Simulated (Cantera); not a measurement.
Feed: 1 mol borazine, 0.075 mol H₂O, held at 1225 K.

These are equilibrium values from Cantera (NASA tables, ideal gas, pure condensed phases), not measurements of a reactor. Candidate condensed phases: B, BN, B₂O₃, B₃O₃H₃, H₂O; 39 gas species. The feed counts by its element totals alone. Mutual solubility and eutectic melting of coexisting phases are not modelled. Gases not in the tables: H₃BO₃. Equilibrium is a limit: real reactors are often held back by kinetics, nucleation or transport.

log p: log10 of the partial pressure in bar; n: condensed amount in mol.

```json
[
 {"P (Pa)": "10", "log p H₂": "-4.00", "log p N₂": "___", "log p H₂O": "-8.09", "log p HBO₂": "-6.97", "log p HBO": "-7.06", "log p B₂O₃": "-7.69", "n BN(s)": "2.95", "n B₂O₃(l)": "0.0212"},
 {"P (Pa)": "37", "log p H₂": "-3.44", "log p N₂": "___", "log p H₂O": "-7.33", "log p HBO₂": "-6.60", "log p HBO": "-6.87", "log p B₂O₃": "-7.69", "n BN(s)": "2.95", "n B₂O₃(l)": "0.0229"},
 {"P (Pa)": "140", "log p H₂": "-2.86", "log p N₂": "___", "log p H₂O": "-6.56", "log p HBO₂": "-6.21", "log p HBO": "-6.68", "log p B₂O₃": "-7.69", "n BN(s)": "2.95", "n B₂O₃(l)": "0.0237"},
 {"P (Pa)": "520", "log p H₂": "-2.29", "log p N₂": "___", "log p H₂O": "-5.80", "log p HBO₂": "-5.83", "log p HBO": "-6.49", "log p B₂O₃": "-7.69", "n BN(s)": "2.95", "n B₂O₃(l)": "0.0240"},
 {"P (Pa)": "1900", "log p H₂": "-1.72", "log p N₂": "___", "log p H₂O": "-5.05", "log p HBO₂": "-5.46", "log p HBO": "-6.30", "log p B₂O₃": "-7.69", "n BN(s)": "2.95", "n B₂O₃(l)": "0.0241"},
 {"P (Pa)": "7200", "log p H₂": "-1.15", "log p N₂": "___", "log p H₂O": "-4.28", "log p HBO₂": "-5.07", "log p HBO": "-6.11", "log p B₂O₃": "-7.69", "n BN(s)": "2.95", "n B₂O₃(l)": "0.0240"},
 {"P (Pa)": "27000", "log p H₂": "-0.57", "log p N₂": "___", "log p H₂O": "-3.52", "log p HBO₂": "-4.69", "log p HBO": "-5.91", "log p B₂O₃": "-7.69", "n BN(s)": "2.95", "n B₂O₃(l)": "0.0237"},
 {"P (Pa)": "100000", "log p H₂": "0.00", "log p N₂": "___", "log p H₂O": "-2.77", "log p HBO₂": "-4.31", "log p HBO": "-5.72", "log p B₂O₃": "-7.69", "n BN(s)": "2.95", "n B₂O₃(l)": "0.0231"}
]
```

Task: Complete the blanks.

Result: 
- 10, log p N₂: -6.10
- 37, log p N₂: -5.53
- 140, log p N₂: -4.95
- 520, log p N₂: -4.38
- 1900, log p N₂: -3.82
- 7200, log p N₂: -3.25
- 27000, log p N₂: -2.68
- 100000, log p N₂: -2.13
